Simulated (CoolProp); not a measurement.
Saturation properties of benzene (Tc = 562.0 K, pc = 49.06 bar, ω = 0.211).

Values from CoolProp's reference Helmholtz-energy equation of state, Thol 2012.

| T (K) | p (bar) | vapour density (kg/m³) | enthalpy of vaporisation (kJ/kg) | surface tension (mN/m) | vapour viscosity (µPa s) | liquid conductivity (mW/(m K)) |
|---|---|---|---|---|---|---|
| 398.2 | 3.381 | 8.667 | 358.3 | 15.6 | 9.91 | [?] |
| 405.1 | 3.960 | 10.08 | 352.4 | 14.8 | 10.1 | 108 |
| 412 | 4.609 | [?] | 346.4 | 14.0 | 10.2 | 106 |
| 418.9 | 5.336 | 13.43 | 340.2 | 13.2 | 10.4 | 104 |
| 425.8 | 6.145 | 15.41 | 333.9 | 12.4 | 10.6 | 102 |
| 432.7 | 7.041 | 17.62 | 327.3 | 11.6 | 10.7 | 100 |
| 439.6 | 8.032 | 20.07 | 320.5 | 10.8 | 10.9 | 98.2 |
| 446.5 | 9.122 | 22.80 | 313.4 | 10.1 | 11.1 | 96.2 |
| 453.4 | 10.32 | 25.83 | 306.1 | 9.34 | 11.2 | 94.2 |
| 460.3 | 11.62 | 29.20 | [?] | 8.60 | 11.4 | 92.2 |
| 467.2 | 13.05 | 32.94 | 290.5 | 7.88 | 11.6 | 90.2 |

Q: Some entries are withheld; supply them.

A: 
- 398.2, liquid conductivity (mW/(m K)): 110
- 412, vapour density (kg/m³): 11.66
- 460.3, enthalpy of vaporisation (kJ/kg): 298.5

It boils at 353.2 K under 1 atm.

Viscosity comes from a separate model (Avgeri 2014). Thermal conductivity comes from a separate model (Assael 2012). Surface tension comes from a separate correlation (Mulero 2012).
